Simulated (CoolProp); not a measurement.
Saturation properties of isopentane.

Computed with CoolProp (reference Helmholtz-energy equation of state, Lemmon 2006). It is a short technical equation, of lower accuracy than the large ones.

| T (°C) | p (kPa) | vapour density (kg/m³) | surface tension (mN/m) |
|---|---|---|---|
| 30.85 | 112.4 | 3.367 | 13.8 |
| 38.45 | 144.2 | 4.257 | 13.0 |
| 46.05 | ? | 5.319 | ? |
| 53.75 | 229.2 | 6.597 | 11.4 |
| 61.35 | 283.4 | 8.081 | 10.6 |
| 68.95 | 346.9 | 9.817 | 9.86 |
| 76.55 | 420.5 | 11.84 | 9.10 |
| 84.15 | 505.2 | 14.18 | 8.35 |
| 91.75 | 602.0 | 16.89 | ? |
| 99.35 | 712.1 | 20.02 | 6.88 |
| 106.95 | 836.4 | 23.64 | 6.17 |
| 114.55 | 976.1 | 27.82 | 5.47 |
| 122.15 | 1132 | 32.67 | 4.79 |
| 129.75 | ? | ? | 4.12 |

**Question.** Some entries are withheld; supply them.

**Answer.** 
- 46.05, p (kPa): 182.7
- 46.05, surface tension (mN/m): 12.2
- 91.75, surface tension (mN/m): 7.61
- 129.75, p (kPa): 1306
- 129.75, vapour density (kg/m³): 38.32

It boils at 27.8 °C under 1 atm.

Surface tension comes from a separate correlation (Mulero 2012).
